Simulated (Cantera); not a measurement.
An isothermal, constant-pressure homogeneous reactor starts with 11.5 % H2, 88.5 % O2, at 1325 K and 0.0280 bar.

Computed with Cantera and GRI-Mech 3.0 (53 species, 325 reactions). Radical loss at walls, strong at low pressure, is not modelled. The temperature is held fixed by assumption; the heat of reaction is taken as removed at once.

x: mole fraction; the columns are a selection and need not sum to one.

| t (s) | x H2 | x O2 | x OH | x O | x H | x H2O |
|---|---|---|---|---|---|---|
| 3.00e-6 | 0.115 | 0.885 | 4.91e-10 | 5.07e-10 | 4.54e-9 | 4.51e-11 |
| 2.22e-5 | 0.115 | 0.885 | ? | 1.98e-8 | 2.93e-8 | 1.21e-8 |
| 0.000164 | 0.115 | 0.885 | ? | 7.28e-6 | 6.25e-6 | 1.33e-5 |
| 0.00122 | 0.00351 | 0.810 | ? | 0.0580 | 0.0224 | 0.0966 |
| 0.00900 | 0.00130 | 0.855 | ? | 0.0193 | 0.00439 | 0.114 |
| 0.0666 | 5.05e-5 | 0.877 | ? | 0.000730 | 3.23e-5 | 0.121 |
| 0.493 | 1.89e-6 | 0.878 | ? | 2.76e-5 | 2.37e-7 | 0.122 |
| 3.65 | 1.74e-7 | 0.878 | ? | 2.56e-6 | 6.74e-9 | 0.122 |
| 27.0 | 1.05e-7 | 0.878 | 5.40e-5 | 1.55e-6 | 3.19e-9 | 0.122 |
| 200 | 1.05e-7 | 0.878 | 5.40e-5 | 1.55e-6 | 3.19e-9 | 0.122 |

Problem. Some entries are withheld; supply them.

Solution. 
- 2.22e-5, x OH: 1.65e-8
- 0.000164, x OH: 5.38e-6
- 0.00122, x OH: 0.00941
- 0.00900, x OH: 0.00585
- 0.0666, x OH: 0.00117
- 0.493, x OH: 0.000228
- 3.65, x OH: 6.94e-5
